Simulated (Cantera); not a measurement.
Gas mixture: 100 % NH₃, at 52.5 Torr, frozen composition.

Cantera's kinetic-theory transport with the Lennard-Jones parameters of GRI-Mech 3.0, ideal gas; thermal conductivity in the multicomponent form. Polar gases are described roughly by these parameters. The composition is frozen, though it would react at the higher temperatures.

One state of this run: ρ (kg/m³) = 0.0261; cp (J/kg/K) = 2565; μ (µPa s) = 19.2; λ (mW/m/K) = 68.7; Pr = 0.716; D (cm²/s) CH₄ = 10.2; D (cm²/s) N₂ = 9.94; D (cm²/s) C₂H₂ = 7.75. D: mixture-averaged diffusion coefficient of that species in the mixture.

Question: Which value of T (K) does it belong to?
(A) 1150
(B) 400
(C) 1000
(D) 550

Answer: D, 550
